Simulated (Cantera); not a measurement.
A freely propagating, adiabatic, planar premixed flame of H2 : O2 : N2 = 1 : 0.227 : 0.591 (molar parts), unburnt at 648 K and 100.0 Torr; mixture-averaged transport, grid criteria slope 0.08 and curve 0.16, no radiation.

Model: the H2/O2 subset of GRI-Mech 3.0, which has no nitrogen chemistry, integrated in Cantera. Burning velocities carry a grid error of a few per cent, more on coarse grids.

x: mole fraction of selected species; z is measured from the peak of heat release.

```json
[
 {"z (mm)": "-17.7", "T (K)": "648", "u (m/s)": "9.41", "x H2": "0.550", "x O2": "0.125", "x HO2": "<1e-8", "x H2O2": "<1e-8", "x H": "<1e-8", "x O": "<1e-8"},
 {"z (mm)": "-11.8", "T (K)": "648", "u (m/s)": "9.41", "x H2": "0.550", "x O2": "0.125", "x HO2": "<1e-8", "x H2O2": "<1e-8", "x H": "<1e-8", "x O": "<1e-8"},
 {"z (mm)": "-8.86", "T (K)": "648", "u (m/s)": "9.41", "x H2": "0.550", "x O2": "0.125", "x HO2": "<1e-8", "x H2O2": "<1e-8", "x H": "<1e-8", "x O": "<1e-8"},
 {"z (mm)": "-5.91", "T (K)": "648", "u (m/s)": "9.41", "x H2": "0.550", "x O2": "0.125", "x HO2": "8.14e-7", "x H2O2": "<1e-8", "x H": "1.08e-6", "x O": "<1e-8"},
 {"z (mm)": "-2.95", "T (K)": "657", "u (m/s)": "9.53", "x H2": "0.548", "x O2": "0.125", "x HO2": "3.81e-5", "x H2O2": "1.86e-7", "x H": "0.000824", "x O": "1.18e-5"},
 {"z (mm)": "-1.48", "T (K)": "766", "u (m/s)": "11.0", "x H2": "0.522", "x O2": "0.121", "x HO2": "2.75e-5", "x H2O2": "1.82e-7", "x H": "0.0154", "x O": "0.000327"},
 {"z (mm)": "0", "T (K)": "…", "u (m/s)": "15.8", "x H2": "…", "x O2": "…", "x HO2": "…", "x H2O2": "…", "x H": "…", "x O": "…"},
 {"z (mm)": "1.48", "T (K)": "1377", "u (m/s)": "19.1", "x H2": "0.241", "x O2": "0.00532", "x HO2": "9.16e-7", "x H2O2": "1.54e-7", "x H": "0.163", "x O": "0.00322"},
 {"z (mm)": "2.95", "T (K)": "1466", "u (m/s)": "20.3", "x H2": "0.240", "x O2": "0.00137", "x HO2": "2.19e-7", "x H2O2": "1.38e-7", "x H": "0.157", "x O": "0.00246"},
 {"z (mm)": "5.91", "T (K)": "1575", "u (m/s)": "21.6", "x H2": "0.251", "x O2": "0.00114", "x HO2": "1.63e-7", "x H2O2": "1.24e-7", "x H": "0.141", "x O": "0.00245"},
 {"z (mm)": "11.8", "T (K)": "1705", "u (m/s)": "23.2", "x H2": "0.264", "x O2": "0.00100", "x HO2": "1.31e-7", "x H2O2": "8.97e-8", "x H": "0.122", "x O": "0.00230"},
 {"z (mm)": "23.6", "T (K)": "1848", "u (m/s)": "24.8", "x H2": "0.278", "x O2": "0.000795", "x HO2": "9.92e-8", "x H2O2": "5.31e-8", "x H": "0.101", "x O": "0.00193"},
 {"z (mm)": "47.3", "T (K)": "1991", "u (m/s)": "26.4", "x H2": "0.291", "x O2": "0.000562", "x HO2": "7.35e-8", "x H2O2": "2.86e-8", "x H": "0.0800", "x O": "0.00143"}
]
```

Task: Some entries are withheld; supply them.

Result: 
- 0, T (K): 1131
- 0, x H2: 0.354
- 0, x O2: 0.0657
- 0, x HO2: 1.13e-5
- 0, x H2O2: 2.64e-7
- 0, x H: 0.111
- 0, x O: 0.00534
